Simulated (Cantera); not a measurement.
A closed system holds: 1 mol toluene, 77 mol H2, equilibrated at 15000 Pa.

Cantera equilibrium calculation (NASA polynomials, part measured and part estimated; ideal gas, pure solids and liquids). Candidate condensed phases: C, C6H6, C7H8, C8H18; 76 gas species. The numbers say what is thermodynamically allowed, not how fast it happens. All values below are at 2525 °C.

Base state: H2 0.786, H 0.186, C2H2 (acetylene) 0.0261, C2H 0.000775, C4H2 0.000359, C3 0.000205, C2H2 (vinylidene) 4.98e-5, C 4.30e-5 (mole fractions); condensed: C(graphite).

Task: What changes in the equilibrium state with this change: pressure from 15000 Pa to 1330 Pa?

Result: 
| species | before | after |
|---|---|---|
| H | 0.186 | 0.491 |
| H2 | 0.786 | 0.487 |
| C2H2 (acetylene) | 0.0261 | 0.0161 |
| C | 4.30e-5 | 0.000484 |
| C2 | 2.00e-5 | 0.000226 |
| C5 | 1.95e-6 | 2.19e-5 |
| C3 | 0.000205 | 0.00231 |
| C(graphite), mol | 1.99 | 2.10 |
